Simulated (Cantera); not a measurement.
A closed system holds: 1 mol CCl4, 0.052 mol HCl, 2.6 mol H2, equilibrated at 1173.15 K and 0.133 bar.

Method: chemical equilibrium by Gibbs-energy minimisation in Cantera with the NASA 1993 tables (ideal gas, pure condensed phases). Candidate condensed phases: C, C6H6, C7H8, C8H18; 91 gas species. Kinetics and transport are ignored.

Base state: HCl 0.871, H2 0.129, CH4 4.30e-5 (mole fractions); condensed: C(graphite).

Problem. What changes in the equilibrium state with this change: temperature from 1173.15 K to 823.15 K?

Solution. 
```csv
species,before,after
HCl,0.871,0.873
H2,0.129,0.125
CH4,4.30e-5,0.00195
"C(graphite), mol",1.000,0.991
```

Problem. What changes in the equilibrium state with this change: temperature from 1173.15 K to 3025 K?

Solution. 
```json
[
 {"species": "HCl", "before": "0.871", "after": "0.360"},
 {"species": "Cl", "before": "6.87e-7", "after": "0.298"},
 {"species": "H", "before": "1.16e-7", "after": "0.179"},
 {"species": "H2", "before": "0.129", "after": "0.146"},
 {"species": "C3", "before": "<1e-9", "after": "0.00305"},
 {"species": "C2H", "before": "<1e-9", "after": "0.00213"},
 {"species": "C(graphite), mol", "before": "1.000", "after": "0.774"}
]
```
The tables' values for CCl are old estimates; treat these amounts as uncertain.
